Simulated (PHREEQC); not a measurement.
PHREEQC input (ion-association model, phreeqc.dat):

```
SOLUTION 1
  temp 25
  units mol/kgw
  pH 7 charge
  Cl 0.3
  Na 0.3
END
SELECTED_OUTPUT 1
  -reset false
  -pH true
  -pe true
  -ionic_strength true
  -water true
  -totals Cl Na Oxg
  -molalities H+ Na+ Cl- OH- NaOH
  -saturation_indices Halite
USER_PUNCH 1
  -headings p_Oxg(g) phi_Oxg(g) p_H2O(g) phi_H2O(g) density
  10 PUNCH PR_P("Oxg(g)"), PR_PHI("Oxg(g)"), PR_P("H2O(g)"), PR_PHI("H2O(g)"), RHO
PRINT
  -reset false
USE solution 1
REACTION_TEMPERATURE 1
  10
GAS_PHASE 1
  -fixed_pressure
  -pressure 10
  -temperature 10
  -volume 20
  Oxg(g) 10
  H2O(g) 0
END
# ... the last block is repeated for the other 8 points of T (°C)
```

Selected output (columns that matter, 9 of 9 rows; T (°C) added in front):

```
T (°C)	pH	mu	Cl	Na	Oxg	m_H+	m_Na+	m_Cl-	si_Halite	p_Oxg(g)	phi_Oxg(g)	p_H2O(g)	phi_H2O(g)	density
10	7.2345	0.30006	0.30006	0.30006	0.015624	7.4137e-08	0.30006	0.30006	-2.898	9.9866	0.98867	0.013447	0.91052	1.0128
20	7.0507	0.30012	0.30011	0.30011	0.012746	1.1354e-07	0.30011	0.30011	-2.9107	9.9748	0.99012	0.025229	0.91802	1.0109
30	6.8846	0.3002	0.3002	0.3002	0.010786	1.6704e-07	0.3002	0.3002	-2.9234	9.9548	0.9914	0.045243	0.92463	1.0081
40	6.7341	0.30033	0.30033	0.30033	0.0094187	2.3712e-07	0.30033	0.30033	-2.936	9.9221	0.99253	0.077886	0.93041	1.0045
50	6.5976	0.30054	0.30054	0.30054	0.0084483	3.2604e-07	0.30054	0.30054	-2.9484	9.8708	0.99353	0.12921	0.93541	1.0002
60	6.4737	0.30084	0.30084	0.30084	0.0077506	4.3571e-07	0.30084	0.30084	-2.9607	9.7927	0.99443	0.20727	0.93967	0.99527
70	6.3611	0.30129	0.30129	0.30129	0.0072433	5.6746e-07	0.30129	0.30129	-2.9728	9.6775	0.99525	0.32245	0.94319	0.98984
80	6.2588	0.30193	0.30193	0.30193	0.0068679	7.2203e-07	0.30193	0.30193	-2.9845	9.5122	0.99602	0.48782	0.94598	0.98391
90	6.1659	0.30285	0.30285	0.30285	0.0065795	8.994e-07	0.30285	0.30285	-2.9957	9.2807	0.99677	0.71933	0.94805	0.97751
```

Complexes and solids missing from the database can't appear. Away from 25 °C the constants follow the database's enthalpies or fits; those with neither stay at their 25 °C values.
